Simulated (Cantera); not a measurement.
**Stirred combustor or abatement burner**

A perfectly stirred reactor is fed with CH4 : O2 : N2 = 1 : 2.67 : 10 (molar parts), equivalence ratio 0.75, at 4.15 atm; it is adiabatic with a 575 K inlet, and is followed from long to short residence time, starting on the burning branch (τ in s: 0.024, 0.0087, 0.0032, 0.0012, 0.00044, 0.00016, 5.9e-05, 2.2e-05, 8e-06).

Model: GRI-Mech 3.0 (53 species, 325 reactions), integrated in Cantera.

| τ (s) | T (K) | x CH4 | x O2 | x C2H4 | x CO2 | x NO | x HCO |
|---|---|---|---|---|---|---|---|
| 0.024 | 2125 | 5.51e-6 | 0.0486 | 5.03e-10 | 0.0722 | 0.000394 | 1.78e-8 |
| 0.0087 | 2121 | 1.32e-5 | 0.0489 | 2.62e-9 | 0.0718 | 0.000201 | 4.95e-8 |
| 0.0032 | 2111 | 2.84e-5 | 0.0492 | 1.02e-8 | 0.0710 | 0.000121 | 1.37e-7 |
| 0.0012 | 2093 | 5.70e-5 | 0.0499 | 3.06e-8 | 0.0695 | 8.37e-5 | 3.74e-7 |
| 0.00044 | 2060 | 0.000115 | 0.0512 | 8.35e-8 | 0.0667 | 5.98e-5 | 1.04e-6 |
| 0.00016 | 2007 | 0.000247 | 0.0536 | 2.37e-7 | 0.0619 | 4.16e-5 | 2.91e-6 |
| 5.9e-5 | 1924 | 0.000612 | 0.0585 | 9.00e-7 | 0.0537 | 2.55e-5 | 7.98e-6 |
| 2.2e-5 | 575 | 0.0732 | 0.195 | <1e-12 | <1e-12 | <1e-12 | <1e-12 |
| 8.0e-6 | 575 | 0.0732 | 0.195 | <1e-12 | <1e-12 | <1e-12 | <1e-12 |
x: mole fraction; the columns are a selection and need not sum to one.
